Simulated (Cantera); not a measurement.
Input: 1 mol SiH₄, 0.32 mol H₂O, 2.9 mol H₂, held at 1648 K and 0.133 bar.

These are equilibrium values from Cantera (NASA tables, ideal gas, pure condensed phases), not measurements of a reactor. Candidate condensed phases: H₂O, Si, SiO₂; 18 gas species. Mutual solubility and eutectic melting of coexisting phases are not modelled. The tables hold silica as quartz up to 1696 K and as liquid above; real silica turns to tridymite and cristobalite and melts near 1996 K. Equilibrium is a limit: real reactors are often held back by kinetics, nucleation or transport.

Base state: H₂ 0.955, SiO 0.0448, H 0.000238, H₂O 1.33e-5 (mole fractions); condensed: Si(s) + SiO₂(β-quartz).

Task: What changes in the equilibrium state with this change: temperature from 1648 K to 2100 K?

Result: 
```json
[
 {"species": "H₂", "before": "0.955", "after": "0.933"},
 {"species": "SiO", "before": "0.0448", "after": "0.0575"},
 {"species": "H", "before": "0.000238", "after": "0.00824"},
 {"species": "Si₂", "before": "6.44e-9", "after": "1.30e-5"},
 {"species": "Si", "before": "1.93e-6", "after": "0.00100"},
 {"species": "SiH", "before": "1.27e-6", "after": "0.000191"},
 {"species": "SiH₂", "before": "8.09e-6", "after": "0.000170"},
 {"species": "Si(s), mol", "before": "0.717", "after": "0"},
 {"species": "SiO₂(β-quartz), mol", "before": "0.0375", "after": "0"},
 {"species": "Si(l), mol", "before": "0", "after": "0.672"}
]
```
Gases not in the tables: Si₂H₆ and higher silanes.
